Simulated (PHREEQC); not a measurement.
A solution holds 0.011 mol H3PO4, 0.062 mol H2SO4 and 1e-06 mol H4SiO4 per kg of water, at 5 °C. Closed to the air; pH follows from the charge balance.

The numbers come from PHREEQC with the ion-association model, phreeqc.dat.

### Question
The ionic strength comes out as 0.103 mol/kgw. What activity coefficients do H2PO4-, H+, SO4-2, HSO4- get?

### Answer
H2PO4- 0.79, H+ 0.83, SO4-2 0.38, HSO4- 0.79.

No solid was allowed to form. Complexes and solids missing from the database can't appear. Constants without temperature data keep their 25 °C values here.
